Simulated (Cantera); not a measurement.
Feed: 1 mol AlI3, 24 mol NH3, 35 mol H2, at 1900 K.

These are equilibrium values from Cantera (NASA tables, ideal gas, pure condensed phases), not measurements of a reactor. Candidate condensed phases: Al, AlI3, AlN, I2; 19 gas species. Rates play no part.

Which condensed phases are stable at each of these points (P (Pa)): 10, 63, 400, 2500, 16000, 100000?


```tsv
P (Pa)	condensed phases	Al condensed (%)
10	gas only	0.0
63	gas only	0.0
400	gas only	0.0
2500	gas only	0.0
16000	gas only	0.0
100000	AlN(s)	35.6
```

From 10.0 Pa to 0.160 bar nothing is condensed. At 1.00 bar the condensed part is AlN(s).
